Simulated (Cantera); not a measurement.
An adiabatic, constant-volume homogeneous reactor starts with C3H8 : O2 : N2 = 1 : 9.8 : 36.9 (molar parts), equivalence ratio 0.51, at 1800 K and 500000 Pa. Integrator tolerance rtol = 1e-08.

Computed with Cantera and GRI-Mech 3.0 (53 species, 325 reactions). GRI-Mech 3.0 was tuned for natural gas; its chemistry of propane as a main component is partial and can be far from experiment.

**Question.** What does this change do: pressure from 500000 Pa to 101000 Pa?

**Answer.** 
```tsv
quantity	before	after
time of steepest temperature rise	3.28 µs	11.3 µs
temperature at 0.500 s	2842 K	2749 K
equilibrium temperature	2842 K	2749 K
x(C3H8) at 0.500 s	<1e-12 (gas-phase equilibrium <1e-12)	<1e-12 (gas-phase equilibrium <1e-12)
x(O2) at 0.500 s	0.0850 (gas-phase equilibrium 0.0850)	0.0863 (gas-phase equilibrium 0.0863)
x(CH2O) at 0.500 s	7.82e-11 (gas-phase equilibrium 7.82e-11)	3.12e-11 (gas-phase equilibrium 3.12e-11)
x(H) at 0.500 s	0.00156 (gas-phase equilibrium 0.00156)	0.00307 (gas-phase equilibrium 0.00307)
x(O) at 0.500 s	0.00656 (gas-phase equilibrium 0.00656)	0.0103 (gas-phase equilibrium 0.0103)
x(CH2) at 0.500 s	<1e-12 (gas-phase equilibrium <1e-12)	<1e-12 (gas-phase equilibrium <1e-12)
```

**Question.** What does this change do: initial temperature 1800 to 1100 K?

**Answer.** 
```
quantity                                                              before                                      after
---------------------------------  -----------------------------------------  -----------------------------------------
time of steepest temperature rise                                    3.28 µs                                    16.3 ms
temperature at 0.500 s                                                2842 K                                     2428 K
equilibrium temperature                                               2842 K                                     2428 K
x(C3H8) at 0.500 s                     <1e-12 (gas-phase equilibrium <1e-12)      <1e-12 (gas-phase equilibrium <1e-12)
x(O2) at 0.500 s                       0.0850 (gas-phase equilibrium 0.0850)      0.0911 (gas-phase equilibrium 0.0911)
x(CH2O) at 0.500 s                 7.82e-11 (gas-phase equilibrium 7.82e-11)  2.19e-12 (gas-phase equilibrium 2.19e-12)
x(H) at 0.500 s                      0.00156 (gas-phase equilibrium 0.00156)    9.85e-5 (gas-phase equilibrium 9.85e-5)
x(O) at 0.500 s                      0.00656 (gas-phase equilibrium 0.00656)  0.000909 (gas-phase equilibrium 0.000909)
x(CH2) at 0.500 s                      <1e-12 (gas-phase equilibrium <1e-12)      <1e-12 (gas-phase equilibrium <1e-12)
```
